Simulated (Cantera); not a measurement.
Charge: 1 mol SiH₂Cl₂, 3 mol NH₃, 92 mol H₂, held at 1498 K and 870 Pa.

These are equilibrium values from Cantera (NASA tables, ideal gas, pure condensed phases), not measurements of a reactor. Candidate condensed phases: NH₄Cl, Si, Si₃N₄; 28 gas species. The numbers say what is thermodynamically allowed, not how fast it happens.

Base state: H₂ 0.972, HCl 0.0185, N₂ 0.00892, SiCl₂ 0.000794, H 0.000182 (mole fractions); condensed: Si₃N₄(s).

**Question.** What changes in the equilibrium state with this change: NH₃ from 3 to 20 mol?

**Answer.** 
```tsv
species	before	after
H₂	0.972	0.915
N₂	0.00892	0.0701
HCl	0.0185	0.0147
SiCl₂	0.000794	0.000135
H	0.000182	0.000176
Si₃N₄(s), mol	0.307	0.327
```
